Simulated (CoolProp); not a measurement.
Vapour-liquid equilibrium of dimethyl ether (1) + n-pentane (2) at 260.9 K; x and y are mole fractions of (1).

The numbers come from the multi-fluid Helmholtz-energy mixture model, Wu 2011 and Thol 2019; pair parameters Bell 2016 in CoolProp.

### Question
Give the bubble pressure and the first vapour's composition at x = 0.35, 0.8, 0.95. Is there an azeotrope?

### Answer
x = 0.35: 0.08112 MPa, y = 0.899; x = 0.8: 0.1472 MPa, y = 0.974; x = 0.95: 0.1630 MPa, y = 0.991. No azeotrope shows between x = 0.05 and 0.95.

Pair parameters are fitted to limited data, so mixtures are less certain than the pure fluids. The gap from Raoult's law changes sign with composition, which may be real or a fault of the pair parameters; it wasn't checked against measurements.
